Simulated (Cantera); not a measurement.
A closed system holds: 1 mol FeCl3, 1.9 mol H2, 0.48 mol N2, held at 0.340 Pa.

Method: chemical equilibrium by Gibbs-energy minimisation in Cantera with the NASA 1993 tables (ideal gas, pure condensed phases). Candidate condensed phases: Fe, FeCl2, FeCl3, NH4Cl; 18 gas species. The numbers say what is thermodynamically allowed, not how fast it happens.

log p: log10 of the partial pressure in bar; n: condensed amount in mol.

```tsv
T (K)	log p HCl	log p H2	log p FeCl2	log p N2	log p Fe	log p H	n Fe(α)	n Fe(γ)
1098	-5.84	-6.03	-6.23	-6.38	-11.93	-10.62	0.325	0
1123	-5.85	-6.02	-6.22	-6.38	-11.51	-10.38	0.306	0
1148	-5.86	-6.01	-6.21	-6.38	-11.10	-10.15	0.288	0
1173	-5.87	-6.00	-6.19	-6.38	-10.71	-9.93	0.271	0
1198	-5.88	-6.00	-6.19	-6.38	-10.33	-9.72	0	0.256
1223	-5.89	-5.99	-6.18	-6.38	-9.98	-9.52	0	0.241
1248	-5.90	-5.99	-6.17	-6.38	-9.63	-9.32	0	0.226
1273	-5.90	-5.98	-6.16	-6.38	-9.30	-9.14	0	0.213
1298	-5.91	-5.98	-6.15	-6.38	-8.99	-8.96	0	0.199
1323	-5.92	-5.97	-6.15	-6.38	-8.68	-8.79	0	0.186
1348	-5.93	-5.97	-6.14	-6.38	-8.39	-8.62	0	(withheld)
1373	-5.94	-5.97	-6.14	-6.38	-8.11	-8.46	0	(withheld)
1398	-5.94	-5.96	-6.13	-6.38	-7.84	-8.31	0	(withheld)
```

Question: Some entries are withheld; supply them.

Answer: 
- 1348, n Fe(γ): 0.172
- 1373, n Fe(γ): 0.157
- 1398, n Fe(γ): 0.139
